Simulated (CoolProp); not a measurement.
Vapour-liquid equilibrium of R22 (1) + acetone (2) at 27.2 kPa; x and y are mole fractions of (1).

The numbers come from the multi-fluid Helmholtz-energy mixture model, Kamei 1995 and Lemmon 2006; pair parameters Bell 2016 in CoolProp.

```csv
x,"bubble temperature, mixture model (°C)","bubble temperature, Raoult's law (°C)","y, mixture model","y, Raoult's law"
0.05,-3.0,-5.6,0.718,0.760
0.125,-16.9,-24.8,0.881,0.931
0.2,-23.7,-35.0,0.927,0.969
0.275,-28.7,-41.7,0.951,0.983
0.35,-33.2,-46.5,0.968,0.990
0.425,-37.7,-50.3,0.980,0.993
0.5,-42.3,-53.3,0.988,0.996
0.575,-46.9,-55.9,0.994,0.997
0.65,-51.3,-58.1,0.997,0.998
0.725,-55.4,-60.0,0.999,0.999
0.8,-59.1,-61.7,1.000,0.999
0.875,-62.2,-63.2,1.000,1.000
0.95,-64.4,-64.6,1.000,1.000
```

The largest gap from Raoult's law is +13.3 K in bubble temperature, at x = 0.35. No azeotrope shows between x = 0.05 and 0.95.

Pair parameters are fitted to limited data, so mixtures are less certain than the pure fluids. With so large a gap from Raoult's law the liquid may split in two, which this calculation doesn't test in full.
